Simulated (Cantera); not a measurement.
Boron, boron nitride and boron oxide: B + N2 + H2

Charge: 1 mol B, 0.53 mol N2, a varied amount of H2, at 15.8 Torr.

These are equilibrium values from Cantera (NASA tables, ideal gas, pure condensed phases), not measurements of a reactor. Candidate condensed phases: B, BN; 15 gas species. N2 is the only nitrogen source here; it is nearly inert below about 1500 K, so the nitride shown seldom forms there in practice. Mutual solubility and eutectic melting of coexisting phases are not modelled. The numbers say what is thermodynamically allowed, not how fast it happens.

Stable condensed phases:

```
T in K \ n(H2) in mol
         0.65 0.84  1.1  1.4  1.8  2.3  2.9  3.8  4.9  6.3
   2323     A    A    B    B    B    B    B    B    B    B
   2248     A    A    A    A    A    A    A    B    B    B
   2173     A    A    A    A    A    A    A    A    A    A
   2098     C    C    C    A    A    A    A    A    A    A
   2023     C    C    C    C    C    C    C    C    A    A
   1948     C    C    C    C    C    C    C    C    C    C
   1873     C    C    C    C    C    C    C    C    C    C
   1798     C    C    C    C    C    C    C    C    C    C
   1723     C    C    C    C    C    C    C    C    C    C
   1648     C    C    C    C    C    C    C    C    C    C
   1573     C    C    C    C    C    C    C    C    C    C
   1498     C    C    C    C    C    C    C    C    C    C
```

A: B + BN; B: B; C: BN.
